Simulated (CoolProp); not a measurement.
A simple Rankine cycle with n-pentane: condensing at 292.15 K, boiler at 0.46 MPa, turbine inlet 367.2 K, turbine efficiency 0.85, pump efficiency 0.7, no recuperator. Each further row changes one setting.

Model: reference Helmholtz-energy equation of state, Thol 2019, in CoolProp.

```tsv
case	thermal efficiency (%)	net work (kJ/kg)	heat in (kJ/kg)	turbine exit temperature (K)	volume ratio over the turbine
as stated	13.5	66.3	491	323.4	8.30
turbine inlet 387.2 K	13.3	71.1	534	344.0	8.19
condensing temperature 284.15 K	14.9	[?]	509	317.5	11.3
boiler pressure 0.322 MPa	11.5	[?]	497	331.8	5.71
turbine efficiency 0.75	11.9	[?]	491	[?]	8.42
```

### Question
Complete the blanks.

### Answer

- condensing temperature 284.15 K, net work (kJ/kg): 75.9
- boiler pressure 0.322 MPa, net work (kJ/kg): 57.1
- turbine efficiency 0.75, net work (kJ/kg): 58.4
- turbine efficiency 0.75, turbine exit temperature (K): 327.7
